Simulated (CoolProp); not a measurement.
A Linde-Hampson liquefier for ethane: isothermal reversible compression at 320 K from 1 atm to 25 MPa, throttling to 1 atm, return gas leaving the recuperator 5 K below the feed. Each further row changes one setting.

Values from CoolProp's reference Helmholtz-energy equation of state, Bücker 2006.

| case | liquid yield per pass | compression work (kJ/kg of gas) |
|---|---|---|
| as stated | 0.460 | 378 |
| high pressure 50 MPa | 0.444 | 436 |
| warm-end temperature 350 K | 0.382 | 443 |
| warm-end gap 10 K | 0.453 | 378 |
